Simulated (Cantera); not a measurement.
Adiabatic ignition

An adiabatic, constant-volume homogeneous reactor starts with H2 : O2 : N2 = 1 : 0.227 : 0.855 (molar parts), equivalence ratio 2.2, at 1700 K and 1.01 bar.

Cantera simulation using the H2/O2 subset of GRI-Mech 3.0, which has no nitrogen chemistry; the numbers are that mechanism's predictions, not measurements.

```
t (s)     T (K)  P (bar)   x H2      x O2    x HO2     x H   x H2O       x O
--------  -----  -------  -----  --------  -------  ------  ------  --------
6.00e-6    1712     1.02  0.462     0.102  2.60e-5  0.0115  0.0126  0.000829
1.35e-5    2144     1.25  0.216   0.00296  1.91e-6   0.146   0.192   0.00786
3.03e-5    2549     1.45  0.241   0.00176  1.30e-6   0.102   0.201   0.00513
6.80e-5    2873     1.60  0.259  0.000903  1.02e-6  0.0685   0.212   0.00275
0.000153   2969     1.64  0.265  0.000683  9.08e-7  0.0586   0.216   0.00211
0.000343   2971     1.64  0.265  0.000678  9.05e-7  0.0584   0.216   0.00209
0.000771   2971     1.64  0.265  0.000678  9.05e-7  0.0584   0.216   0.00209
0.00173    2971     1.64  0.265  0.000678  9.05e-7  0.0584   0.216   0.00209
0.00389    2971     1.64  0.265  0.000678  9.05e-7  0.0584   0.216   0.00209
0.00874    2971     1.64  0.265  0.000678  9.05e-7  0.0584   0.216   0.00209
0.0196     2971     1.64  0.265  0.000678  9.05e-7  0.0584   0.216   0.00209
0.0441     2971     1.64  0.265  0.000678  9.05e-7  0.0584   0.216   0.00209
0.0991     2971     1.64  0.265  0.000678  9.05e-7  0.0584   0.216   0.00209
0.223      2971     1.64  0.265  0.000678  9.05e-7  0.0584   0.216   0.00209
0.500      2971     1.64  0.265  0.000678  9.05e-7  0.0584   0.216   0.00209
```
x: mole fraction; the columns are a selection and need not sum to one.

The time of steepest temperature rise comes out as 7.93 µs. The temperature at 0.500 s comes out as 2971 K and the equilibrium temperature is 2971 K. The x(H2) at 0.500 s is 0.265 (gas-phase equilibrium 0.265) and the x(O2) at 0.500 s is 0.000678 (gas-phase equilibrium 0.000678). The x(HO2) at 0.500 s is 9.05e-7 (gas-phase equilibrium 9.05e-7).
